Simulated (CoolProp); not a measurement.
A simple Rankine cycle with R11: condensing at 306.15 K, boiler at 1.89 MPa, turbine inlet 431.5 K, turbine efficiency 0.6, pump efficiency 0.6, no recuperator. Each further row changes one setting.

The numbers come from the reference Helmholtz-energy equation of state, Jacobsen 1992 in CoolProp.

| case | thermal efficiency (%) | net work (kJ/kg) | heat in (kJ/kg) | turbine exit temperature (K) | volume ratio over the turbine |
|---|---|---|---|---|---|
| as stated | 12.3 | 29.1 | 236 | 352.8 | 14.2 |
| turbine inlet 451.5 K | 12.5 | 31.6 | 252 | 374.5 | 13.7 |
| condensing temperature 298.15 K | 13.2 | 32.1 | 243 | 347.3 | 18.4 |
| boiler pressure 1.32 MPa | [?] | [?] | 244 | 368.8 | 9.34 |
| turbine efficiency 0.5 | 10.1 | [?] | 236 | 361.1 | 14.5 |

Question: Some entries are withheld; supply them.

Answer: 
- boiler pressure 1.32 MPa, thermal efficiency (%): 11.2
- boiler pressure 1.32 MPa, net work (kJ/kg): 27.4
- turbine efficiency 0.5, net work (kJ/kg): 23.9
